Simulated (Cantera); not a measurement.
A closed system holds: 1 mol Si₂Cl₆, 2.6 mol NH₃, at 848 K and 0.100 bar.

Equilibrium computed with Cantera from the NASA thermochemical tables; the gas is ideal and each condensed phase is pure. Candidate condensed phases: NH₄Cl, Si, Si₃N₄; 28 gas species. The feed counts by its element totals alone. Equilibrium is a limit: real reactors are often held back by kinetics, nucleation or transport.

Base state: H₂ 0.416, HCl 0.357, SiCl₄ 0.139, N₂ 0.0878, SiHCl₃ 0.000262, NH₃ 1.50e-5 (mole fractions); condensed: Si₃N₄(s).

Question: What changes in the equilibrium state with this change: NH₃ from 2.6 to 11 mol?

Answer: 
| species | before | after |
|---|---|---|
| H₂ | 0.416 | 0.586 |
| HCl | 0.357 | 0.226 |
| N₂ | 0.0878 | 0.181 |
| SiCl₄ | 0.139 | 0.00695 |
| SiHCl₃ | 0.000262 | 2.92e-5 |
| NH₃ | 1.50e-5 | 3.60e-5 |
| Si₃N₄(s), mol | 0.362 | 0.612 |
